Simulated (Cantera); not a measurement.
A Cantera script and its output.

```python
import numpy as np
import cantera as ct

gas = ct.Solution("gri30.yaml")


def delay(T, t_max=10):
    gas.TPX = T, 1600000, {'CO': 1, 'H2': 0.23, 'CH4': 1.2, 'O2': 3.77, 'N2': 14.2}
    reactor = ct.IdealGasConstPressureReactor(gas, clone=False)
    net = ct.ReactorNet([reactor])
    net.rtol, net.atol = 1e-8, 1e-16
    while net.time < t_max:
        t_old, T_old = net.time, reactor.T
        net.step()
        if reactor.T > T + 400:  # ignition: a rise of 400 K
            return t_old + (T + 400 - T_old) / (reactor.T - T_old) * (net.time - t_old)
    return np.nan


taus = []
for T in [948, 1048, 1148, 1248, 1348, 1448, 1548, 1648]:
    taus.append(delay(T))
    print(f"T0 = {T:6g} K   tau = {taus[-1]:.4e} s")
```

Result:

```
T0 =    948 K   tau = 3.8444e-02 s
T0 =   1048 K   tau = 5.2143e-03 s
T0 =   1148 K   tau = 1.2026e-03 s
T0 =   1248 K   tau = 4.2018e-04 s
T0 =   1348 K   tau = 1.7664e-04 s
T0 =   1448 K   tau = 7.9733e-05 s
T0 =   1548 K   tau = 3.7877e-05 s
T0 =   1648 K   tau = 1.9007e-05 s
```

Computed with Cantera and GRI-Mech 3.0 (53 species, 325 reactions). The pressure lies above the range GRI-Mech 3.0 was tuned for (to about 10 atm). Below about 1000 K GRI-Mech 3.0 lacks low-temperature oxidation paths. Below about 950 K walls govern HO2 and H2O2 in real vessels.
